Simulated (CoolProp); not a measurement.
Decamethylcyclopentasiloxane (D5) at several states: Z from the reference equation and from simpler models built on Tc = 345.1 °C, pc = 1078 kPa, ω = 0.631; each cubic takes its own stable root.

Computed with CoolProp (reference Helmholtz-energy equation of state, Thol 2019).

| T (°C) | p (kPa) | phase | reference | Soave-Redlich-Kwong | Peng-Robinson |
|---|---|---|---|---|---|
| 208.25 | 914 | liquid | [?] | [?] | [?] |
| 55.25 | 11 | liquid | [?] | [?] | [?] |
| 171.65 | 413 | liquid | [?] | 0.05946 | 0.05265 |

**Question.** Fill in the missing entries.

**Answer.** 
- 208.25, reference: 0.1126
- 208.25, Soave-Redlich-Kwong: 0.1284
- 208.25, Peng-Robinson: 0.1136
- 55.25, reference: 0.001621
- 55.25, Soave-Redlich-Kwong: 0.001894
- 55.25, Peng-Robinson: 0.001686
- 171.65, reference: 0.05214
